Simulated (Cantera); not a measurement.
Input: 1 mol Si3N4, 0.93 mol O2, 1000 mol N2, held at 0.0233 Torr.

Equilibrium computed with Cantera from the NASA thermochemical tables; the gas is ideal and each condensed phase is pure. Candidate condensed phases: Si, SiO2, Si2N2O, Si3N4; 16 gas species. Mutual solubility and eutectic melting of coexisting phases are not modelled. The tables hold silica as quartz up to 1696 K and as liquid above; real silica turns to tridymite and cristobalite and melts near 1996 K. Kinetics and transport are ignored.

**Question.** Which condensed phases are stable at each of these points (T (K)): 900, 950, 1000, 1050, 1100, 1150, 1200, 1250, 1300, 1350?

**Answer.** 
```csv
T (K),condensed phases,Si condensed (%)
900,SiO2(β-quartz) + Si2N2O(s),100.0
950,SiO2(β-quartz) + Si2N2O(s),100.0
1000,SiO2(β-quartz) + Si2N2O(s),100.0
1050,SiO2(β-quartz) + Si2N2O(s),100.0
1100,SiO2(β-quartz) + Si2N2O(s),100.0
1150,SiO2(β-quartz) + Si2N2O(s),99.7
1200,SiO2(β-quartz) + Si2N2O(s),96.9
1250,SiO2(β-quartz) + Si2N2O(s),76.4
1300,Si2N2O(s),76.0
1350,Si2N2O(s),76.0
```

From 900 K to 1250 K the condensed part is SiO2(β-quartz) + Si2N2O(s). From 1300 K to 1350 K the condensed part is Si2N2O(s).
